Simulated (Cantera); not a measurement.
## Ammonia decomposition in nitride growth gas

An isothermal, constant-pressure homogeneous reactor starts with NH3 : N2 = 1 : 12 (molar parts), at 2350 K and 0.987 atm.

Detailed kinetics in Cantera: the gas-phase N/H chemistry of the illustrative SiF4/NH3 mechanism in the Surface Chemkin manual (1991). Walls and surfaces, which speed up NH3 decomposition in real reactors, are not modelled.

```json
[
 {"t (s)": "9.00e-5", "x NH3": "0.0730", "x NH": "3.44e-5", "x NH2": "0.00154", "x H2": "0.00393", "x N2H4": "9.95e-8", "x N2H2": "1.81e-6", "x N": "1.12e-6"},
 {"t (s)": "0.000423", "x NH3": "0.0600", "x NH": "4.65e-5", "x NH2": "0.00101", "x H2": "0.0225", "x N2H4": "4.30e-8", "x N2H2": "1.33e-6", "x N": "4.69e-6"},
 {"t (s)": "0.00198", "x NH3": "0.0247", "x NH": "4.10e-5", "x NH2": "0.000445", "x H2": "0.0720", "x N2H4": "8.30e-9", "x N2H2": "4.56e-7", "x N": "8.14e-6"},
 {"t (s)": "0.00932", "x NH3": "0.000426", "x NH": "8.45e-6", "x NH2": "2.38e-5", "x H2": "0.105", "x N2H4": "2.38e-11", "x N2H2": "4.44e-9", "x N": "6.05e-6"},
 {"t (s)": "0.0438", "x NH3": "1.84e-6", "x NH": "1.82e-7", "x NH2": "2.28e-7", "x H2": "0.105", "x N2H4": "<1e-12", "x N2H2": "2.65e-12", "x N": "2.91e-7"},
 {"t (s)": "0.206", "x NH3": "4.35e-7", "x NH": "4.32e-8", "x NH2": "5.40e-8", "x H2": "0.105", "x N2H4": "<1e-12", "x N2H2": "1.84e-12", "x N": "6.89e-8"},
 {"t (s)": "0.965", "x NH3": "3.95e-7", "x NH": "3.92e-8", "x NH2": "4.91e-8", "x H2": "0.105", "x N2H4": "<1e-12", "x N2H2": "1.83e-12", "x N": "6.27e-8"},
 {"t (s)": "4.53", "x NH3": "3.95e-7", "x NH": "3.92e-8", "x NH2": "4.91e-8", "x H2": "0.105", "x N2H4": "<1e-12", "x N2H2": "1.83e-12", "x N": "6.27e-8"},
 {"t (s)": "21.3", "x NH3": "3.95e-7", "x NH": "3.92e-8", "x NH2": "4.91e-8", "x H2": "0.105", "x N2H4": "<1e-12", "x N2H2": "1.83e-12", "x N": "6.27e-8"},
 {"t (s)": "100", "x NH3": "3.95e-7", "x NH": "3.92e-8", "x NH2": "4.91e-8", "x H2": "0.105", "x N2H4": "<1e-12", "x N2H2": "1.83e-12", "x N": "6.27e-8"}
]
```
x: mole fraction; the columns are a selection and need not sum to one.

Equilibrium at this temperature and pressure: NH3 3.95e-7, NH 3.92e-8, NH2 4.91e-8, H2 0.105, N2H4 <1e-12, N2H2 1.83e-12, N 6.27e-8 (gas phase only).
